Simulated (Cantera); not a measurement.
What does this Cantera script print?

```python
import numpy as np
import cantera as ct

gas_names = """
    C CN CO CO2 C2 CCN CNC C2N2 C2O C3 C3O2 C4 C4N2 C5 Fe FeC5O5 FeO N NCO NO NO2 NO3 N2 N2O O O2 O3
""".split()
cond_names = """
    C(gr) Fe(a) Fe(c) Fe(d) Fe(L) FeC5O5(L) FeO(s) FeO(L) Fe2O3(s) Fe3O4(s)
""".split()


# ... load() reads the species with a 1 bar reference pressure and builds the phases ...
atoms = {
    'Fe2O3': {'Fe': 2, 'O': 3},
    'CO': {'C': 1, 'O': 1},
    'N2': {'N': 2},
    'C': {'C': 1},
}
top_T = {'C(gr)': 4500, 'Fe2O3(s)': 1830, 'Fe3O4(s)': 1870}  # K; cautious upper limits of use, not melting points


# ... equilibrate(T, P, feed) seeds the gas with the atoms and calls Mixture.equilibrate('TP', solver="vcs", rtol=1e-11, max_steps=5000) ...
results = []
feed = {'Fe2O3': 1, 'CO': 1.4, 'N2': 0.11, 'C': 3.6}  # mol
P = 13332.2  # Pa
for T in [1748, 1848, 1948, 2048, 2148, 2248, 2348]:
    mix = equilibrate(T, P, feed)
    results.append((T, P, feed, dict(zip(mix.species_names, mix.species_moles))))
    x = sorted(zip(gas.X, gas.species_names), reverse=True)
    print(f"T = {T:g} K  P = {P:g} Pa  gas = {mix.phase_moles(0):.4g} mol")
    print("   x: " + "  ".join(f"{s} {v:.3e}" for v, s in x if v > 0.0001))
    print("   condensed (mol): " + ("  ".join(f"{mix.phase(i).name} {mix.phase_moles(i):.4g}"
          for i in range(1, mix.n_phases) if mix.phase_moles(i) > 1e-12) or "none"))
```

It prints:

```
T = 1748 K  P = 13332.2 Pa  gas = 4.51 mol
   x: CO 9.755e-01  N2 2.439e-02  Fe 1.013e-04
   condensed (mol): C(gr) 0.6001  Fe(d) 2
T = 1848 K  P = 13332.2 Pa  gas = 4.512 mol
   x: CO 9.752e-01  N2 2.438e-02  Fe 4.275e-04
   condensed (mol): C(gr) 0.6  Fe(L) 1.998
T = 1948 K  P = 13332.2 Pa  gas = 4.517 mol
   x: CO 9.741e-01  N2 2.435e-02  Fe 1.501e-03
   condensed (mol): C(gr) 0.6  Fe(L) 1.993
T = 2048 K  P = 13332.2 Pa  gas = 4.531 mol
   x: CO 9.711e-01  N2 2.428e-02  Fe 4.626e-03
   condensed (mol): C(gr) 0.6  Fe(L) 1.979
T = 2148 K  P = 13332.2 Pa  gas = 4.568 mol
   x: CO 9.632e-01  N2 2.408e-02  Fe 1.276e-02
   condensed (mol): C(gr) 0.6  Fe(L) 1.942
T = 2248 K  P = 13332.2 Pa  gas = 4.659 mol
   x: CO 9.444e-01  Fe 3.200e-02  N2 2.361e-02
   condensed (mol): C(gr) 0.6  Fe(L) 1.851
T = 2348 K  P = 13332.2 Pa  gas = 4.869 mol
   x: CO 9.036e-01  Fe 7.380e-02  N2 2.258e-02
   condensed (mol): C(gr) 0.5999  Fe(L) 1.641
```

These are equilibrium values from Cantera (NASA tables, ideal gas, pure condensed phases), not measurements of a reactor. Iron dissolves carbon and melts from about 1420 K in contact with it, which pure phases cannot show. Condensed phases not in the tables: cementite and carbon dissolved in iron.
